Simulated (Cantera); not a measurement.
**Ignition delay**

Mixture: CH4 : O2 : N2 : H2O = 1 : 2.82 : 11.5 : 4.6 (molar parts), at 310000 Pa, adiabatic and at constant pressure. Ignition delay is the time to a rise of 400 K.

Model: GRI-Mech 3.0 (53 species, 325 reactions), integrated in Cantera.

```csv
T0 (K),delay (ms)
1048,147
1098,71.1
1148,36.7
1198,19.8
1248,11.0
1298,6.28
1348,3.63
1398,2.11
1448,1.24
1498,0.732
```

The apparent activation energy between 1398 and 1498 K is 180 kJ/mol.
